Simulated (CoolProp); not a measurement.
Properties of isobutene at several states (Tc = 418.1 K, pc = 4.016 MPa, ω = 0.193).

Model: reference Helmholtz-energy equation of state, Lemmon 2005, in CoolProp. It is a short technical equation, of lower accuracy than the large ones.

```tsv
T (K)	p (MPa)	phase	isothermal compressibility (1/MPa)	fugacity coefficient
361.8	0.473	gas	…	…
200.8	0.011	liquid	0.001022	…
297.7	0.0221	gas	45.52	0.9941
499.4	0.87	gas	…	0.9587
487.8	1.3	gas	0.8290	0.9336
517.9	0.41	gas	2.483	0.9827
```

Q: Complete the blanks.

A: 
- 361.8, isothermal compressibility (1/MPa): 2.283
- 361.8, fugacity coefficient: 0.9348
- 200.8, fugacity coefficient: 0.2627
- 499.4, isothermal compressibility (1/MPa): 1.201
